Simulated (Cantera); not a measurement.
A freely propagating, adiabatic, planar premixed flame of CO : H2 : O2 : N2 = 1 : 0.28 : 0.492 : 1.85 (molar parts), equivalence ratio 1.3, unburnt at 675 K and 1.00 bar; mixture-averaged transport, grid criteria slope 0.08 and curve 0.16, no radiation.

Model: GRI-Mech 3.0 (53 species, 325 reactions), integrated in Cantera. Burning velocities carry a grid error of a few per cent, more on coarse grids.

Question: How do the results move with these cheaper or finer settings: unity-Lewis-number transport; multicomponent transport; multicomponent+Soret transport; grid criteria slope 0.5, curve 1; grid criteria slope 0.25, curve 0.5; grid criteria slope 0.03, curve 0.06?

Answer: 
```
setting                               laminar burning velocity  thermal thickness  peak x(O)  peak x(HO2)  grid points
------------------------------------  ------------------------  -----------------  ---------  -----------  -----------
as above                                              402 cm/s           0.738 mm     0.0185     0.000201          153
unity-Lewis-number transport                          262 cm/s           0.521 mm     0.0188     0.000150          153
multicomponent transport                              399 cm/s           0.736 mm     0.0184     0.000201          153
multicomponent+Soret transport                        382 cm/s           0.728 mm     0.0183     0.000200          153
grid criteria slope 0.5, curve 1                      504 cm/s            1.03 mm     0.0184     0.000189           45
grid criteria slope 0.25, curve 0.5                   426 cm/s           0.829 mm     0.0184     0.000195           67
grid criteria slope 0.03, curve 0.06                  395 cm/s           0.714 mm     0.0185     0.000202          325
```
The base run took roughly 30 core-seconds.
Unity Lewis numbers drop preferential diffusion, which matters most where H2 and H carry the flame; Soret adds thermal diffusion.
